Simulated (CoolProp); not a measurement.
Dimethyl ether along the isobar 7170 kPa: fugacity coefficient from the reference equation and from simpler models built on Tc = 127.2 °C, pc = 5337 kPa, ω = 0.196; each cubic takes its own stable root.

Model: reference Helmholtz-energy equation of state, Wu 2011, in CoolProp.

```
T (°C)          phase  reference  van der Waals  Soave-Redlich-Kwong  Peng-Robinson
------  -------------  ---------  -------------  -------------------  -------------
13.55          liquid    0.06449         0.1873              0.06673        0.06458
29.25          liquid    0.09867         0.2321               0.1026        0.09888
44.85          liquid     0.1425         0.2804               0.1488         0.1430
60.55          liquid     0.1968         0.3321           (withheld)         0.1976
76.25          liquid     0.2608         0.3863               0.2735         0.2620
91.85          liquid     0.3328         0.4416           (withheld)         0.3342
107.55         liquid     0.4120         0.4977           (withheld)         0.4126
123.25         liquid     0.4946         0.5530               0.5144         0.4930
138.85  supercritical     0.5747         0.6055               0.5926         0.5682
154.55  supercritical     0.6385         0.6529               0.6540     (withheld)
170.25  supercritical     0.6834         0.6907               0.6990         0.6712
185.85  supercritical     0.7190         0.7203               0.7355         0.7071
201.55  supercritical     0.7491         0.7454               0.7668         0.7382
```

Some entries are withheld; supply them.


- 60.55, Soave-Redlich-Kwong: 0.2061
- 91.85, Soave-Redlich-Kwong: 0.3489
- 107.55, Soave-Redlich-Kwong: 0.4307
- 154.55, Peng-Robinson: 0.6273
